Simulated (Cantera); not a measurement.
A closed system holds: 1 mol SiHCl3, 780 mol H2, at 13300 Pa.

These are equilibrium values from Cantera (NASA tables, ideal gas, pure condensed phases), not measurements of a reactor. Candidate condensed phases: Si; 19 gas species. Gases not in the tables: Si2H6 and higher silanes. The numbers say what is thermodynamically allowed, not how fast it happens.

### Question
What share of the Si ends up in condensed phases as a function of T (°C), at 875, 975, 1075, 1175, 1275, 1375, 1475?

### Answer
| T (°C) | Si condensed (%) | as |
|---|---|---|
| 875 | 96.2 | Si(s) |
| 975 | 96.8 | Si(s) |
| 1075 | 96.7 | Si(s) |
| 1175 | 96.5 | Si(s) |
| 1275 | 96.0 | Si(s) |
| 1375 | 95.1 | Si(s) |
| 1475 | 93.3 | Si(l) |
